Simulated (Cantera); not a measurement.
## Carbon deposition, reforming and gasification: C2H5OH + H2O

Charge: 1 mol C2H5OH, 1.6 mol H2O, equilibrated at 0.0133 bar.

Equilibrium computed with Cantera from the NASA thermochemical tables; the gas is ideal and each condensed phase is pure. Candidate condensed phases: C, C6H6, C7H8, C8H18, H2O; 131 gas species. Ions and electrons are included (thermal ionisation). Kinetics and transport are ignored.

From 1727 °C to 4727 °C nothing is condensed. The main C-bearing gas is CO throughout.

| T (°C) | log p H | log p H2 | log p CO | log p H2O | log p O | log p C | log p OH |
|---|---|---|---|---|---|---|---|
| 1727 | -3.84 | -2.09 | -2.41 | -2.96 | -7.58 | <-13 | -5.71 |
| 1977 | -3.19 | -2.12 | -2.42 | -2.97 | -6.10 | <-13 | -4.87 |
| 2227 | -2.69 | -2.18 | -2.44 | -3.02 | -4.90 | -13.00 | -4.21 |
| 2477 | -2.34 | -2.34 | -2.49 | -3.20 | -3.96 | -11.91 | -3.77 |
| 2727 | -2.12 | -2.64 | -2.57 | -3.75 | -3.40 | -10.81 | -3.71 |
| 2977 | -2.03 | -3.07 | -2.62 | -4.68 | -3.22 | -9.57 | -4.04 |
| 3227 | -2.00 | -3.54 | -2.64 | -5.69 | -3.18 | -8.37 | -4.49 |
| 3477 | -1.99 | -3.98 | -2.64 | -6.63 | -3.17 | -7.29 | -4.92 |
| 3727 | -1.99 | -4.38 | -2.64 | -7.47 | -3.17 | -6.34 | -5.31 |
| 3977 | -1.98 | -4.73 | -2.65 | -8.21 | -3.17 | -5.49 | -5.66 |
| 4227 | -1.98 | -5.05 | -2.65 | -8.87 | -3.16 | -4.75 | -5.96 |
| 4477 | -1.99 | -5.33 | -2.66 | -9.43 | -3.13 | -4.12 | -6.21 |
| 4727 | -1.99 | -5.60 | -2.70 | -9.90 | -3.05 | -3.63 | -6.38 |
log p: log10 of the partial pressure in bar; nothing condenses.
